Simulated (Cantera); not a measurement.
**Pyrogenic steam for wet oxidation**

An isothermal, constant-pressure homogeneous reactor starts with 50.7 % H2, 29.9 % O2, 19.4 % N2, at 925 K and 81000 Pa.

Detailed kinetics in Cantera: GRI-Mech 3.0 (53 species, 325 reactions). Below about 950 K walls govern HO2 and H2O2 in real vessels. The temperature is held fixed by assumption; the heat of reaction is taken as removed at once.

| t (s) | x H2 | x O2 | x H2O2 | x NO | x HO2 |
|---|---|---|---|---|---|
| 0.000700 | 0.507 | 0.299 | 1.49e-9 | <1e-12 | 3.89e-8 |
| 0.00153 | 0.507 | 0.299 | 8.19e-9 | <1e-12 | 1.03e-7 |
| 0.00335 | 0.507 | 0.299 | 5.24e-8 | <1e-12 | 3.42e-7 |
| 0.00732 | 0.507 | 0.299 | 5.55e-7 | <1e-12 | 2.12e-6 |
| 0.0160 | 0.507 | 0.298 | 2.44e-5 | <1e-12 | 2.40e-5 |
| 0.0350 | 0.505 | 0.297 | 0.000669 | <1e-12 | 9.38e-5 |
| 0.0765 | 0.486 | 0.288 | 0.00196 | <1e-12 | 0.000103 |
| 0.167 | 0.454 | 0.272 | 0.00230 | <1e-12 | 9.75e-5 |
| 0.366 | 0.401 | 0.247 | 0.00224 | <1e-12 | 9.27e-5 |
| 0.800 | 0.309 | 0.204 | 0.00183 | <1e-12 | 8.59e-5 |
| 1.75 | 0.166 | 0.137 | 0.000988 | <1e-12 | 6.77e-5 |
| 3.83 | 0.0367 | 0.0771 | 0.000217 | <1e-12 | 3.35e-5 |
| 8.37 | 0.00262 | 0.0612 | 8.16e-6 | <1e-12 | 6.51e-6 |
| 18.3 | 0.000377 | 0.0602 | 3.80e-7 | <1e-12 | 1.39e-6 |
| 40.0 | 6.77e-5 | 0.0600 | 3.43e-8 | <1e-12 | 3.99e-7 |
x: mole fraction; the columns are a selection and need not sum to one.

Equilibrium at this temperature and pressure: H2 2.43e-11, O2 0.0600, H2O2 1.50e-10, NO 3.96e-6, HO2 2.46e-10 (gas phase only).
